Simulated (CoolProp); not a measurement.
The numbers come from the reference Helmholtz-energy equation of state, Aleksandrov 2011 in CoolProp. It is a short technical equation, of lower accuracy than the large ones.

For n-undecane, give the phase and the cp (kJ/(kg K)), speed of sound (m/s), Joule-Thomson coefficient (K/MPa) at 317.6 K and 167 kPa; 470.4 K and 32.4 kPa; 523.2 K and 3420 kPa.


- 317.6 K and 167 kPa: liquid; cp 2.28, speed of sound 1190, Joule-Thomson coefficient -0.404
- 470.4 K and 32.4 kPa: gas; cp 2.41, speed of sound 157, Joule-Thomson coefficient 28.0
- 523.2 K and 3420 kPa: liquid; cp 3.08, speed of sound 558, Joule-Thomson coefficient -0.0518
